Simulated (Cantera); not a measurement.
Charge: 1 mol Fe2O3, 340 mol H2, 6.8 mol H2O, held at 998.15 K and 0.0330 bar.

Method: chemical equilibrium by Gibbs-energy minimisation in Cantera with the NASA 1993 tables (ideal gas, pure condensed phases). Candidate condensed phases: Fe, FeO, Fe(OH)2, Fe(OH)3, Fe2O3, Fe3O4, H2O; 12 gas species. Equilibrium is a limit: real reactors are often held back by kinetics, nucleation or transport.

Base state: H2 0.972, H2O 0.0283 (mole fractions); condensed: Fe(α).

**Question.** What changes in the equilibrium state with this change: Fe2O3 replaced by PbO?

**Answer.** 
```tsv
species	before	after
H2	0.972	0.977
H2O	0.0283	0.0225
Pb	0	0.000471
Fe(α), mol	2.00	0
Pb(l), mol	0	0.837
```
Further candidate phases: Pb, PbO, PbO2, Pb3O4.
